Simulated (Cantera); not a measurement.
A freely propagating, adiabatic, planar premixed flame of H₂ : O₂ : N₂ = 1 : 0.562 : 1.8 (molar parts), unburnt at 625 K and 0.430 bar; multicomponent+Soret transport, grid criteria slope 0.08 and curve 0.16, no radiation.

Model: the H2/O2 subset of GRI-Mech 3.0, which has no nitrogen chemistry, integrated in Cantera. Burning velocities carry a grid error of a few per cent, more on coarse grids.

x: mole fraction of selected species; z is measured from the peak of heat release.

```json
[
 {"z (mm)": "-4.01", "T (K)": "625", "u (m/s)": "7.47", "x H₂": "0.297", "x O₂": "0.167", "x H₂O₂": "<1e-8", "x HO₂": "<1e-8", "x O": "<1e-8", "x H₂O": "<1e-8"},
 {"z (mm)": "-2.67", "T (K)": "625", "u (m/s)": "7.47", "x H₂": "0.297", "x O₂": "0.167", "x H₂O₂": "<1e-8", "x HO₂": "<1e-8", "x O": "<1e-8", "x H₂O": "<1e-8"},
 {"z (mm)": "-2.00", "T (K)": "625", "u (m/s)": "7.47", "x H₂": "0.297", "x O₂": "0.167", "x H₂O₂": "<1e-8", "x HO₂": "<1e-8", "x O": "<1e-8", "x H₂O": "<1e-8"},
 {"z (mm)": "-1.34", "T (K)": "625", "u (m/s)": "7.47", "x H₂": "0.297", "x O₂": "0.167", "x H₂O₂": "<1e-8", "x HO₂": "5.50e-7", "x O": "<1e-8", "x H₂O": "4.58e-8"},
 {"z (mm)": "-0.668", "T (K)": "635", "u (m/s)": "7.54", "x H₂": "0.293", "x O₂": "0.168", "x H₂O₂": "1.45e-6", "x HO₂": "0.000136", "x O": "9.37e-6", "x H₂O": "0.000577"},
 {"z (mm)": "-0.334", "T (K)": "(withheld)", "u (m/s)": "9.22", "x H₂": "0.259", "x O₂": "0.165", "x H₂O₂": "4.25e-6", "x HO₂": "0.000103", "x O": "0.000418", "x H₂O": "0.0158"},
 {"z (mm)": "0", "T (K)": "(withheld)", "u (m/s)": "13.8", "x H₂": "0.131", "x O₂": "0.113", "x H₂O₂": "3.08e-6", "x HO₂": "4.63e-5", "x O": "0.00906", "x H₂O": "0.121"},
 {"z (mm)": "0.334", "T (K)": "(withheld)", "u (m/s)": "17.0", "x H₂": "0.0508", "x O₂": "0.0562", "x H₂O₂": "2.05e-6", "x HO₂": "2.03e-5", "x O": "0.0185", "x H₂O": "0.216"},
 {"z (mm)": "0.668", "T (K)": "(withheld)", "u (m/s)": "18.4", "x H₂": "0.0440", "x O₂": "0.0472", "x H₂O₂": "1.22e-6", "x HO₂": "1.46e-5", "x O": "0.0191", "x H₂O": "0.232"},
 {"z (mm)": "1.34", "T (K)": "(withheld)", "u (m/s)": "20.0", "x H₂": "0.0436", "x O₂": "0.0430", "x H₂O₂": "6.42e-7", "x HO₂": "1.08e-5", "x O": "0.0174", "x H₂O": "0.242"},
 {"z (mm)": "2.67", "T (K)": "1994", "u (m/s)": "21.6", "x H₂": "0.0414", "x O₂": "0.0390", "x H₂O₂": "3.48e-7", "x HO₂": "7.72e-6", "x O": "0.0146", "x H₂O": "0.254"},
 {"z (mm)": "5.35", "T (K)": "2165", "u (m/s)": "23.1", "x H₂": "0.0369", "x O₂": "0.0350", "x H₂O₂": "2.16e-7", "x HO₂": "5.38e-6", "x O": "0.0113", "x H₂O": "0.269"},
 {"z (mm)": "10.7", "T (K)": "2323", "u (m/s)": "24.5", "x H₂": "0.0304", "x O₂": "0.0312", "x H₂O₂": "1.70e-7", "x HO₂": "4.13e-6", "x O": "0.00793", "x H₂O": "0.285"}
]
```

### Question
Fill in the missing entries.

### Answer

- -0.334, T (K): 794
- 0, T (K): 1226
- 0.334, T (K): 1526
- 0.668, T (K): 1665
- 1.34, T (K): 1824
